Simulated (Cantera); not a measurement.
A closed system holds: 1 mol SiH2Cl2, 0.47 mol C2H2, a varied amount of H2, equilibrated at 2275 °C and 0.270 bar.

Cantera equilibrium calculation (NASA polynomials, part measured and part estimated; ideal gas, pure solids and liquids). Candidate condensed phases: C, C6H6, C7H8, C8H18, Si, SiC; 109 gas species. Gases not in the tables: Si2H6 and higher silanes. Equilibrium is a limit: real reactors are often held back by kinetics, nucleation or transport.

At 1800 mol H2, list the 4 most abundant gas species with their mole fractions, and the condensed phases.

H2 0.940, H 0.0578, HCl 0.00103, Si 0.000456. Condensed: gas only.
